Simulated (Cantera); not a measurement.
**CuO + CO + H₂ + CH₄ (carbothermic reduction)**

Charge: 1 mol CuO, 1.2 mol CO, 2.8 mol H₂, 0.56 mol CH₄, equilibrated at 0.0290 bar.

Equilibrium computed with Cantera from the NASA thermochemical tables; the gas is ideal and each condensed phase is pure. Candidate condensed phases: C, C₆H₆, C₇H₈, C₈H₁₈, Cu, CuO, Cu(OH)₂, Cu₂O, H₂O; 113 gas species. Kinetics and transport are ignored.

```
T (°C)  log p H₂  log p CO  log p Cu  log p H₂O  log p H  log p CO₂  log p Cu₂  log p OH  n Cu(l)
------  --------  --------  --------  ---------  -------  ---------  ---------  --------  -------
1227       -1.74     -2.06     -5.08      -2.72    -5.63      -3.46      -8.49     -8.15    0.998
1327       -1.74     -2.06     -4.40      -2.71    -5.14      -3.51      -7.55     -7.51    0.992
1427       -1.75     -2.06     -3.80      -2.71    -4.70      -3.56      -6.72     -6.95    0.969
1527       -1.75     -2.07     -3.27      -2.71    -4.32      -3.61      -5.98     -6.46    0.891
1627       -1.77     -2.08     -2.79      -2.72    -3.99      -3.66      -5.33     -6.02    0.662
1727       -1.82     -2.13     -2.37      -2.76    -3.70      -3.74      -4.75     -5.64        0
1827       -1.82     -2.13     -2.37      -2.76    -3.42      -3.76      -5.00     -5.28        0
```
log p: log10 of the partial pressure in bar; n: condensed amount in mol.

From 1227 °C to 1627 °C the condensed part is Cu(l). From 1727 °C to 1827 °C nothing is condensed. The main Cu-bearing gas is Cu throughout.
